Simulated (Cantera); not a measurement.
A perfectly stirred reactor is fed with 4.71 % CO, 0.245 % H2, 2.64 % CH4, 19.4 % O2, 73.0 % N2, equivalence ratio 0.40, at 1.00 bar; it is adiabatic with a 498 K inlet, and is followed from long to short residence time, starting on the burning branch (τ in s: 0.13, 0.045, 0.015, 0.0049, 0.0016, 0.00053, 0.00017, 5.8e-05, 1.9e-05, 6.3e-06).

Computed with Cantera and GRI-Mech 3.0 (53 species, 325 reactions).

x: mole fraction; the columns are a selection and need not sum to one.

| τ (s) | T (K) | x CO | x H2 | x CH4 | x CH3 | x NO2 | x CH2 |
|---|---|---|---|---|---|---|---|
| 0.13 | 1522 | 0.000504 | 3.13e-5 | 1.10e-5 | 1.26e-6 | 2.69e-8 | … |
| 0.045 | 1516 | 0.00104 | 6.36e-5 | 2.14e-5 | 2.21e-6 | 1.84e-8 | … |
| 0.015 | 1504 | 0.00222 | 0.000132 | 4.31e-5 | 3.85e-6 | 1.05e-8 | … |
| 0.0049 | 1477 | 0.00488 | 0.000271 | 9.20e-5 | 6.90e-6 | 5.81e-9 | … |
| 0.0016 | 1415 | 0.0115 | 0.000563 | 0.000239 | 1.39e-5 | 3.30e-9 | … |
| 0.00053 | 498 | 0.0471 | 0.00245 | 0.0264 | <1e-12 | <1e-12 | <1e-12 |
| 0.00017 | 498 | 0.0471 | 0.00245 | 0.0264 | <1e-12 | <1e-12 | <1e-12 |
| 5.8e-5 | 498 | 0.0471 | 0.00245 | 0.0264 | <1e-12 | <1e-12 | <1e-12 |
| 1.9e-5 | 498 | 0.0471 | 0.00245 | 0.0264 | <1e-12 | <1e-12 | <1e-12 |
| 6.3e-6 | 498 | 0.0471 | 0.00245 | 0.0264 | <1e-12 | <1e-12 | <1e-12 |

Q: What belongs in the gaps?

A: 
- 0.13, x CH2: 7.49e-9
- 0.045, x CH2: 1.78e-8
- 0.015, x CH2: 4.15e-8
- 0.0049, x CH2: 9.28e-8
- 0.0016, x CH2: 1.99e-7
